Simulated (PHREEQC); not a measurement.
Alkaline etch or developer (model solution)

A solution holds 0.28 mol TMAH and 0.00041 mol Na2SiO3 per kg of water, at 25 °C. Closed to the air; pH follows from the charge balance.

Model: ion-association model, phreeqc.dat, run in PHREEQC.

Precipitation was switched off in this run.

Q: Estimate the pH, activity of water.

A: pH 13.28; activity of water 0.990.

Q: In which forms is Si present?

A: H2SiO4-2 76 %, H3SiO4- 24 % of the Si.

(CH3)4N+ isn't in the database: it is added as a free cation with an ion size of 4 Å.
